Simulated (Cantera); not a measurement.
Input: 1 mol FeS, 2.6 mol O₂, 16 mol N₂, equilibrated at 2480 Torr.

Method: chemical equilibrium by Gibbs-energy minimisation in Cantera with the NASA 1993 tables (ideal gas, pure condensed phases). Candidate condensed phases: Fe, FeO, FeS, FeSO₄, FeS₂, Fe₂O₃, Fe₂(SO₄)₃, Fe₃O₄, S; 19 gas species. Rates play no part.

Task: At 627 °C, list the 4 most abundant gas species with their mole fractions, and the condensed phases.

Result: N₂ 0.964, O₂ 0.0233, SO₃ 0.00818, SO₂ 0.00442. Condensed: Fe₂O₃(s) + Fe₂(SO₄)₃(s).
